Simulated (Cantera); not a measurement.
Charge: 1 mol Si, 5.4 mol NF₃, 0.41 mol N₂, held at 202 °C and 440 Pa.

These are equilibrium values from Cantera (NASA tables, ideal gas, pure condensed phases), not measurements of a reactor. Candidate condensed phases: Si, Si₃N₄; 16 gas species. Kinetics and transport are ignored.

Base state: NF₃ 0.661, N₂ 0.175, SiF₄ 0.163, F₂ 0.000812 (mole fractions); condensed: gas only.

Problem. What changes in the equilibrium state with this change: temperature from 202 °C to 702 °C?

Solution. 
```json
[
 {"species": "F", "before": "8.53e-7", "after": "0.505"},
 {"species": "N₂", "before": "0.175", "after": "0.228"},
 {"species": "F₂", "before": "0.000812", "after": "0.194"},
 {"species": "NF₃", "before": "0.661", "after": "0.000109"},
 {"species": "SiF₄", "before": "0.163", "after": "0.0732"}
]
```

Problem. What changes in the equilibrium state with this change: temperature from 202 °C to 1277 °C?

Solution. 
```
species    before     after
-------  --------  --------
F         8.53e-7     0.748
N₂          0.175     0.191
SiF₄        0.163    0.0613
NF₃         0.661     <1e-9
F₂       0.000812  0.000215
```
